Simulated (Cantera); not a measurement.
Input: 1 mol Si₃N₄, a varied amount of NF₃, 1 mol H₂, held at 13300 Pa.

Method: chemical equilibrium by Gibbs-energy minimisation in Cantera with the NASA 1993 tables (ideal gas, pure condensed phases). Candidate condensed phases: Si, Si₃N₄; 37 gas species. Mutual solubility and eutectic melting of coexisting phases are not modelled. The tables' values for SiF₂, SiF₃ are old estimates. Equilibrium is a limit: real reactors are often held back by kinetics, nucleation or transport.

Question: What condenses at these points (T in K, n(NF₃) in mol): (1923, 1.6); (1573, 3.4); (1673, 1.6); (1873, 9.6); (2073, 5.3); (1573, 4.6); (2023, 2.5)?

Answer: 
| T (K) | n(NF₃) in mol | condensed phases | Si condensed (%) |
|---|---|---|---|
| 1923 | 1.6 | Si + Si₃N₄ | 45.9 |
| 1573 | 3.4 | Si₃N₄ | 12.7 |
| 1673 | 1.6 | Si₃N₄ | 57.3 |
| 1873 | 9.6 | gas only | 0.0 |
| 2073 | 5.3 | gas only | 0.0 |
| 1573 | 4.6 | gas only | 0.0 |
| 2023 | 2.5 | Si | 9.7 |
